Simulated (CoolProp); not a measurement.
Vapour-liquid equilibrium of benzene (1) + ethylbenzene (2) at 10.75 °C; x and y are mole fractions of (1).

The numbers come from the multi-fluid Helmholtz-energy mixture model, Thol 2012 and Zhou 2012; pair parameters Bell 2016 in CoolProp.

Q: Give the bubble pressure and the first vapour's composition at x = 0.55, 0.85, 0.95. Is there an azeotrope?

A: x = 0.55: 0.03469 bar, y = 0.935; x = 0.85: 0.05387 bar, y = 0.988; x = 0.95: 0.06014 bar, y = 0.997. No azeotrope shows between x = 0.05 and 0.95.

The pair parameters rest on a limited set of measurements; away from them the model extrapolates.
